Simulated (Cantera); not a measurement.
An adiabatic, constant-volume homogeneous reactor starts with CH4 : O2 : N2 = 1 : 4.65 : 17.5 (molar parts), at 1800 K and 101000 Pa. Integrator tolerance rtol = 1e-08.

Model: GRI-Mech 3.0 (53 species, 325 reactions), integrated in Cantera.

Task: What does this change do: constant pressure in place of constant volume?

Result: 
| quantity | before | after |
|---|---|---|
| time of steepest temperature rise | 0.104 ms | 0.108 ms |
| temperature at 0.300 s | 2645 K | 2522 K |
| equilibrium temperature | 2645 K | 2522 K |
| x(CH4) at 0.300 s | <1e-12 (gas-phase equilibrium <1e-12) | <1e-12 (gas-phase equilibrium <1e-12) |
| x(O2) at 0.300 s | 0.101 (gas-phase equilibrium 0.101) | 0.103 (gas-phase equilibrium 0.103) |
| x(CH3) at 0.300 s | <1e-12 (gas-phase equilibrium <1e-12) | <1e-12 (gas-phase equilibrium <1e-12) |
| x(H2) at 0.300 s | 0.00224 (gas-phase equilibrium 0.00224) | 0.00160 (gas-phase equilibrium 0.00160) |
| x(NO) at 0.300 s | 0.0197 (gas-phase equilibrium 0.0197) | 0.0163 (gas-phase equilibrium 0.0163) |
| x(H) at 0.300 s | 0.00178 (gas-phase equilibrium 0.00178) | 0.00110 (gas-phase equilibrium 0.00110) |
| x(C2H) at 0.300 s | <1e-12 (gas-phase equilibrium <1e-12) | <1e-12 (gas-phase equilibrium <1e-12) |
